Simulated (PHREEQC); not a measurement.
Make-up at 25 °C: 29 mmol/kgw HF and 110 mmol/kgw (CH3)4NF. Closed to the air; pH follows from the charge balance.

Computed with PHREEQC (ion-association model, phreeqc.dat).

Each row changes one thing in this solution. This is a speciation only: nothing precipitates in the calculation.

| case | pH | ionic strength (mol/kgw) | F- (mol/kgw) | HF (mol/kgw) | HF2- (mol/kgw) |
|---|---|---|---|---|---|
| as made | 3.74 | 0.110 | 0.102 | 0.0207 | 0.00809 |
| 0.0039 mol/kgw HBr added | 3.65 | 0.110 | … | 0.0238 | 0.00886 |
| HF left out | 8.06 | 0.110 | 0.110 | … | 4.48e-7 |
| HF from 0.029 to 0.0058 mol/kgw | 4.47 | 0.110 | 0.108 | … | 0.00169 |
| 0.056 mol/kgw KOH added | 12.29 | 0.166 | 0.139 | 7.48e-11 | … |

What belongs in the gaps?


- 0.0039 mol/kgw HBr added, F- (mol/kgw): 0.0975
- HF left out, HF (mol/kgw): 1.06e-6
- HF from 0.029 to 0.0058 mol/kgw, HF (mol/kgw): 0.00407
- 0.056 mol/kgw KOH added, HF2- (mol/kgw): 3.97e-11

Complexes and solids missing from the database can't appear. (CH3)4N+ isn't in the database: it is added as a free cation with an ion size of 4 Å.
